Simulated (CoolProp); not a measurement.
Ammonia along the isotherm 150.65 °C: Z from the reference equation and from simpler models built on Tc = 132.4 °C, pc = 11.36 MPa, ω = 0.256; each cubic takes its own stable root.

The numbers come from the reference Helmholtz-energy equation of state, Gao 2020 in CoolProp.

| p (MPa) | phase | reference |
|---|---|---|
| 4.37 | gas | 0.8685 |
| 8.74 | gas | 0.7070 |
| 13.1 | supercritical | 0.4741 |
| 17.5 | supercritical | 0.2650 |
| 21.9 | supercritical | 0.2829 |
| 26.2 | supercritical | 0.3151 |
| 30.6 | supercritical | 0.3508 |
| 35 | supercritical | 0.3871 |
| 39.3 | supercritical | 0.4227 |
| 43.7 | supercritical | 0.4590 |
| 48.1 | supercritical | 0.4949 |
| 52.4 | supercritical | 0.5298 |
| 56.8 | supercritical | 0.5651 |

### Question
How far does each simpler model (Redlich-Kwong, Soave-Redlich-Kwong, Peng-Robinson) lie from the reference over these 13 states: mean and median of the absolute difference, and the worst?

### Answer
- Redlich-Kwong: mean 21.6 %, median 26.5 %, worst +30.3 % at 150.65 °C and 21.9 MPa
- Soave-Redlich-Kwong: mean 24.4 %, median 28.1 %, worst +36.2 % at 150.65 °C and 17.5 MPa
- Peng-Robinson: mean 14.2 %, median 15.6 %, worst +25.5 % at 150.65 °C and 17.5 MPa
